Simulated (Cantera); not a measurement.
Feed: 1 mol ZrN, 0.69 mol N2, at 22.0 Pa.

Cantera equilibrium calculation (NASA polynomials, part measured and part estimated; ideal gas, pure solids and liquids). Candidate condensed phases: Zr, ZrN; 4 gas species. ZrN: taken at fixed stoichiometry. Equilibrium is a limit: real reactors are often held back by kinetics, nucleation or transport. All values below are at 2500 K.

Base state: N2 0.999, Zr 0.00130, N 1.97e-5 (mole fractions); condensed: ZrN(s).

### Question
What changes in the equilibrium state with this change: ZrN replaced by BN?

### Answer
| species | before | after |
|---|---|---|
| N2 | 0.999 | 0.604 |
| B | 0 | 0.394 |
| BN | 0 | 0.00174 |
| Zr | 0.00130 | 0 |
| B2 | 0 | 7.51e-5 |
| N | 1.97e-5 | 1.53e-5 |
| ZrN(s), mol | 0.999 | 0 |
| B(l), mol | 0 | 0.221 |
Further candidate phases: B, BN.
